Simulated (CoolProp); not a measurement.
Vapour-liquid equilibrium of trans-2-butene (1) + ethanol (2) at 108.05 °C; x and y are mole fractions of (1).

Model: multi-fluid Helmholtz-energy mixture model, Lemmon 2005 and Schroeder 2014; pair parameters Bell 2016, in CoolProp.

Q: Give the bubble pressure and the first vapour's composition at x = 0.25, 0.75, 0.85. Is there an azeotrope?

A: x = 0.25: 1180 kPa, y = 0.768; x = 0.75: 1608 kPa, y = 0.870; x = 0.85: 1676 kPa, y = 0.905. No azeotrope shows between x = 0.05 and 0.95.

The pair parameters rest on a limited set of measurements; away from them the model extrapolates. With so large a gap from Raoult's law the liquid may split in two, which this calculation doesn't test in full.
